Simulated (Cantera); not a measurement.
Cantera with NASA thermochemical tables; ideal gases at 1 bar, condensed phases pure. Values are per mole of reaction as written; species without (g) are pure solids or liquids, kept so even where they would boil at 1 bar.

HF(g) + Cl(g) = F(g) + HCl(g), with ΔH° = 138.3 kJ and ΔS° = 6.7 J/K at 300 K.

Q: How far is the shortcut ΔG° ≈ ΔH°(300 K) − T·ΔS°(300 K) from the full temperature-dependent value at 1600, 1625, 1650, 1675, 1700 K?

A: 
```json
[
 {"T (K)": "1600", "shortcut (kJ)": "127.6", "full (kJ)": "127.6", "difference (kJ)": "0.0", "difference in log10 K": "0.00"},
 {"T (K)": "1625", "shortcut (kJ)": "127.5", "full (kJ)": "127.4", "difference (kJ)": "0.0", "difference in log10 K": "0.00"},
 {"T (K)": "1650", "shortcut (kJ)": "127.3", "full (kJ)": "127.2", "difference (kJ)": "0.0", "difference in log10 K": "0.00"},
 {"T (K)": "1675", "shortcut (kJ)": "127.1", "full (kJ)": "127.1", "difference (kJ)": "0.1", "difference in log10 K": "0.00"},
 {"T (K)": "1700", "shortcut (kJ)": "127.0", "full (kJ)": "126.9", "difference (kJ)": "0.1", "difference in log10 K": "0.00"}
]
```
The shortcut ignores the heat-capacity change of the reaction.
